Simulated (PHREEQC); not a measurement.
Dissolve 0.016 mol H2SO4 and 0.14 mol CuCl2 per kg of water at 15 °C. It is in equilibrium with CO2 at log p = 0 (atm). Otherwise closed; pH follows from the charge balance.

Computed with PHREEQC (ion-association model, phreeqc.dat).

Q: The ionic strength comes out as 0.403 mol/kgw. What activity coefficients do H+, CuCl+, HCO3-, SO4-2, CuHCO3+ get?

A: H+ 0.77, CuCl+ 0.67, HCO3- 0.71, SO4-2 0.23, CuHCO3+ 0.73.

This is a speciation only: nothing precipitates in the calculation.
